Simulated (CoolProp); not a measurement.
The numbers come from the reference Helmholtz-energy equation of state, Zhou 2012 in CoolProp.

Task: Give the vapour pressure (MPa), vapour density (kg/m³), surface tension (mN/m), liquid viscosity (µPa s) of saturated m-xylene at 201.55, 216.45, 231.35 °C.

Result: 
| T (°C) | p (MPa) | vapour density (kg/m³) | surface tension (mN/m) | liquid viscosity (µPa s) |
|---|---|---|---|---|
| 201.55 | 0.422 | 12.8 | 10.2 | 144 |
| 216.45 | 0.558 | 17.0 | 8.88 | 130 |
| 231.35 | 0.726 | 22.2 | 7.59 | 118 |

Viscosity comes from a separate model (Cao 2016). Surface tension comes from a separate correlation (Mulero 2014).
